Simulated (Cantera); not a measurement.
Input (Python, Cantera) and output of one run.

```python
import numpy as np
import cantera as ct

gas_names = """
    O2 PbO TaO2
""".split()
cond_names = """
    Pb(cr) Pb(L) Ti(a) Ti(b) Ti(L) Ti4O7(s) Ti4O7(L) V(cr) V(L) V2O5(s) V2O5(L) Ta(cr) Ta(L)
""".split()


# ... load() reads the species with a 1 bar reference pressure and builds the phases ...
species = {s.name: s for s in load("nasa_gas.yaml", gas_names) + load("nasa_condensed.yaml", cond_names)}
# Each term lists the table entries of one substance; the one whose range holds T is used.
reactions = {
    '2 Pb + O2(g) = 2 PbO(g)':
        [(-2, ['Pb(cr)', 'Pb(L)']), (-1, ['O2']), (2, ['PbO'])],
    '1.143 Ti + O2(g) = 0.2857 Ti4O7':
        [(-1.1428571428571428, ['Ti(a)', 'Ti(b)', 'Ti(L)']), (-1, ['O2']), (0.2857142857142857, ['Ti4O7(s)', 'Ti4O7(L)'])],
    '0.8 V + O2(g) = 0.4 V2O5':
        [(-0.8, ['V(cr)', 'V(L)']), (-1, ['O2']), (0.4, ['V2O5(s)', 'V2O5(L)'])],
    'Ta + O2(g) = TaO2(g)':
        [(-1, ['Ta(cr)', 'Ta(L)']), (-1, ['O2']), (1, ['TaO2'])],
}


def pick(names, T):
    return next(species[n] for n in names if species[n].thermo.min_temp <= T <= species[n].thermo.max_temp)


results = []
for label, terms in reactions.items():
    print(label)
    print("     T/K   dH/kJ  dS/(J/K)   dG/kJ   log10 K")
    for T in [300, 425, 575, 725, 875, 1025, 1175, 1325, 1475, 1625, 1775, 1925]:
        used = [(nu, pick(names, T)) for nu, names in terms]
        dH = sum(nu * s.thermo.h(T) for nu, s in used) / 1e6
        dS = sum(nu * s.thermo.s(T) for nu, s in used) / 1e3
        dG = dH - T * dS / 1e3
        logK = -dG * 1e6 / (ct.gas_constant * T * np.log(10))
        results.append((label, T, dH, dS, dG, logK, [s.name for _, s in used]))
        print(f"{T:8g} {dH:8.1f} {dS:8.1f} {dG:8.1f} {logK:8.2f}")
```

Result:

```
2 Pb + O2(g) = 2 PbO(g)
     T/K   dH/kJ  dS/(J/K)   dG/kJ   log10 K
     300    140.6    145.2     97.0   -16.89
     425    138.4    139.1     79.2    -9.74
     575    135.6    133.6     58.8    -5.34
     725    122.8    112.7     41.1    -2.96
     875    119.8    108.8     24.5    -1.46
    1025    116.8    105.7      8.4    -0.43
    1175    113.9    103.1     -7.2     0.32
    1325    111.1    100.9    -22.5     0.89
    1475    108.4     98.9    -37.5     1.33
    1625    105.6     97.1    -52.2     1.68
    1775    102.9     95.5    -66.6     1.96
    1925    100.0     94.0    -80.8     2.19
1.143 Ti + O2(g) = 0.2857 Ti4O7
     T/K   dH/kJ  dS/(J/K)   dG/kJ   log10 K
     300   -972.7   -183.5   -917.7   159.78
     425   -972.0   -181.5   -894.9   109.98
     575   -970.3   -178.1   -867.9    78.84
     725   -968.3   -175.0   -841.4    60.62
     875   -966.3   -172.5   -815.4    48.67
    1025   -964.5   -170.6   -789.6    40.24
    1175   -967.7   -173.3   -764.0    33.97
    1325   -965.1   -171.3   -738.2    29.10
    1475   -962.8   -169.6   -712.7    25.24
    1625   -960.8   -168.3   -687.3    22.09
    1775   -959.2   -167.4   -662.1    19.48
    1925   -958.0   -166.7   -637.1    17.29
0.8 V + O2(g) = 0.4 V2O5
     T/K   dH/kJ  dS/(J/K)   dG/kJ   log10 K
     300   -620.2   -176.0   -567.4    98.80
     425   -619.4   -173.7   -545.5    67.05
     575   -617.6   -170.1   -519.8    47.22
     725   -615.5   -166.9   -494.5    35.63
     875   -613.4   -164.3   -469.7    28.04
    1025   -585.2   -134.4   -447.4    22.80
    1175   -582.7   -132.1   -427.5    19.00
    1325   -580.5   -130.4   -407.8    16.08
    1475   -578.5   -128.9   -388.3    13.75
    1625   -576.8   -127.8   -369.1    11.86
    1775   -575.4   -127.0   -350.0    10.30
    1925   -574.2   -126.4   -331.0     8.98
Ta + O2(g) = TaO2(g)
     T/K   dH/kJ  dS/(J/K)   dG/kJ   log10 K
     300   -200.9     33.6   -210.9    36.73
     425   -202.0     30.4   -214.9    26.41
     575   -203.1     28.2   -219.3    19.92
     725   -204.0     26.7   -223.4    16.09
     875   -205.0     25.4   -227.3    13.57
    1025   -206.1     24.3   -231.0    11.77
    1175   -207.2     23.3   -234.6    10.43
    1325   -208.4     22.4   -238.0     9.38
    1475   -209.7     21.5   -241.3     8.55
    1625   -211.0     20.6   -244.5     7.86
    1775   -212.5     19.7   -247.5     7.28
    1925   -214.0     18.9   -250.4     6.79
```

Source: NASA polynomial tables (part measured, part estimated), evaluated in Cantera. Condensed species are held in their standard states even where they would react or evaporate.
